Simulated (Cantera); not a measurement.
# Equilibrium for carbon deposition, reforming and gasification: CO + H2 + N2

A closed system holds: 1 mol CO, 0.33 mol H2, 0.67 mol N2, equilibrated at 5900 Pa.

Cantera equilibrium calculation (NASA polynomials, part measured and part estimated; ideal gas, pure solids and liquids). Candidate condensed phases: C, C6H6, C7H8, C8H18, H2O; 169 gas species. Ions and electrons are included (thermal ionisation). Kinetics and transport are ignored.

| T (°C) | log p CO | log p N2 | log p H | log p H2 | log p N | log p O | log p C |
|---|---|---|---|---|---|---|---|
| 2727 | -1.57 | -1.74 | -2.00 | -2.40 | -5.73 | -6.02 | -7.20 |
| 2977 | -1.58 | -1.76 | -1.87 | -2.74 | -5.09 | -5.49 | -6.27 |
| 3227 | -1.59 | -1.77 | -1.81 | -3.16 | -4.54 | -5.03 | -5.48 |
| 3477 | -1.60 | -1.77 | -1.79 | -3.58 | -4.06 | -4.58 | -4.84 |
| 3727 | -1.60 | -1.77 | -1.78 | -3.97 | -3.64 | -4.15 | -4.31 |
| 3977 | -1.60 | -1.78 | -1.78 | -4.33 | -3.27 | -3.76 | -3.86 |
| 4227 | -1.61 | -1.79 | -1.78 | -4.65 | -2.94 | -3.40 | -3.47 |
| 4477 | -1.63 | -1.82 | -1.79 | -4.94 | -2.66 | -3.08 | -3.13 |
| 4727 | -1.65 | -1.86 | -1.80 | -5.22 | -2.41 | -2.80 | -2.83 |
log p: log10 of the partial pressure in bar; nothing condenses.

From 2727 °C to 4727 °C nothing is condensed. The main C-bearing gas is CO throughout.
